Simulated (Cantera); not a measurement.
Feed: 1 mol (CH3)2SiCl2, 0.022 mol C2H4, 2.3 mol H2, 0.11 mol HCl, held at 52.0 mbar.

Cantera equilibrium calculation (NASA polynomials, part measured and part estimated; ideal gas, pure solids and liquids). Candidate condensed phases: C, C6H6, C7H8, C8H18, Si, SiC; 109 gas species. The feed counts by its element totals alone. Gases not in the tables: Si2H6 and higher silanes. Kinetics and transport are ignored.

Over these rows the condensed part is C(graphite) + SiC(s). Partial pressures as log10 of bar:

```
T (K)  1000/T (1/K)  log p SiC2  log p H2  log p HCl  log p SiCl2
-----  ------------  ----------  --------  ---------  -----------
1873         0.5339       -8.19     -1.45      -1.81        -3.20
1973         0.5068       -7.24     -1.45      -1.82        -3.10
2073         0.4824       -6.39     -1.45      -1.83        -3.02
2173         0.4602       -5.62     -1.45      -1.85        -2.95
2273         0.4399       -4.91     -1.46      -1.87        -2.90
2373         0.4214           ?     -1.47      -1.90        -2.86
```

**Question.** Fit log p(SiC2) = a + b·(1000/T) to the five rows, give the apparent enthalpy, and predict the row at 2373 K.

**Answer.** Means: 1000/T = 0.4846, log p = -6.470. Sxy = -0.192538, Sxx = 0.0055216, so b = -34.87 and a = -6.470 − (-34.87)×0.4846 = 10.43.
Apparent enthalpy: −19.145 × (-34.87) = 668 kJ/mol. The condensed phases alone fix this pressure, through C(graphite) + SiC(s) = SiC2(g), so the slope is that reaction's ΔH° and the other gases don't enter. The five rows lie within 0.01 of the line.
Prediction at 2373 K: 10.43 + (-34.87)×0.4214 = -4.26. The computed value is -4.27, 0.01 from the line.
